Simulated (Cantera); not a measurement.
An isothermal, constant-pressure homogeneous reactor starts with C₂H₆ : N₂ = 1 : 34 (molar parts), at 1400 K and 2.33 Torr.

Computed with Cantera and GRI-Mech 3.0 (53 species, 325 reactions). GRI-Mech 3.0 stops at C3 and has no aromatics, soot or wall deposition, so with more carbon than oxygen in the feed, carbon stays in small species such as C2H2 where larger ones or solid carbon would form. Radical loss at walls, strong at low pressure, is not modelled.

x: mole fraction; the columns are a selection and need not sum to one.

```json
[
 {"t (s)": "0.000400", "x C₂H₆": "0.0285", "x C₂H₂": "<1e-12", "x HCN": "<1e-12", "x H": "[?]", "x C₂H": "<1e-12", "x C₂H₄": "1.30e-7", "x CH₃": "8.05e-5"},
 {"t (s)": "0.00120", "x C₂H₆": "0.0284", "x C₂H₂": "8.32e-11", "x HCN": "<1e-12", "x H": "[?]", "x C₂H": "<1e-12", "x C₂H₄": "3.17e-6", "x CH₃": "0.000237"},
 {"t (s)": "0.00359", "x C₂H₆": "0.0281", "x C₂H₂": "2.74e-8", "x HCN": "1.51e-10", "x H": "[?]", "x C₂H": "<1e-12", "x C₂H₄": "8.29e-5", "x CH₃": "0.000673"},
 {"t (s)": "0.0108", "x C₂H₆": "0.0258", "x C₂H₂": "9.52e-6", "x HCN": "2.88e-8", "x H": "[?]", "x C₂H": "2.41e-10", "x C₂H₄": "0.00146", "x CH₃": "0.00180"},
 {"t (s)": "0.0323", "x C₂H₆": "0.0153", "x C₂H₂": "0.000587", "x HCN": "2.23e-7", "x H": "[?]", "x C₂H": "7.81e-9", "x C₂H₄": "0.00917", "x CH₃": "0.00332"},
 {"t (s)": "0.0967", "x C₂H₆": "0.00140", "x C₂H₂": "0.00716", "x HCN": "6.67e-7", "x H": "[?]", "x C₂H": "5.15e-8", "x C₂H₄": "0.0144", "x CH₃": "0.00148"},
 {"t (s)": "0.290", "x C₂H₆": "3.28e-5", "x C₂H₂": "0.0156", "x HCN": "8.45e-7", "x H": "[?]", "x C₂H": "2.93e-8", "x C₂H₄": "0.00747", "x CH₃": "0.000310"},
 {"t (s)": "0.868", "x C₂H₆": "4.64e-6", "x C₂H₂": "0.0198", "x HCN": "8.63e-7", "x H": "[?]", "x C₂H": "1.38e-8", "x C₂H₄": "0.00332", "x CH₃": "0.000115"},
 {"t (s)": "2.60", "x C₂H₆": "1.46e-6", "x C₂H₂": "0.0222", "x HCN": "8.66e-7", "x H": "[?]", "x C₂H": "7.80e-9", "x C₂H₄": "0.00101", "x CH₃": "5.78e-5"},
 {"t (s)": "7.80", "x C₂H₆": "6.78e-7", "x C₂H₂": "0.0231", "x HCN": "8.68e-7", "x H": "[?]", "x C₂H": "5.30e-9", "x C₂H₄": "0.000132", "x CH₃": "3.71e-5"},
 {"t (s)": "23.4", "x C₂H₆": "4.64e-7", "x C₂H₂": "0.0234", "x HCN": "8.71e-7", "x H": "8.52e-6", "x C₂H": "4.49e-9", "x C₂H₄": "2.74e-5", "x CH₃": "3.00e-5"},
 {"t (s)": "70.0", "x C₂H₆": "3.85e-7", "x C₂H₂": "0.0237", "x HCN": "8.79e-7", "x H": "8.75e-6", "x C₂H": "4.57e-9", "x C₂H₄": "2.24e-5", "x CH₃": "2.74e-5"}
]
```

Task: What belongs in the gaps?

Result: 
- 0.000400, x H: 8.98e-8
- 0.00120, x H: 1.12e-6
- 0.00359, x H: 1.16e-5
- 0.0108, x H: 5.38e-5
- 0.0323, x H: 0.000128
- 0.0967, x H: 0.000183
- 0.290, x H: 6.69e-5
- 0.868, x H: 2.79e-5
- 2.60, x H: 1.50e-5
- 7.80, x H: 1.00e-5
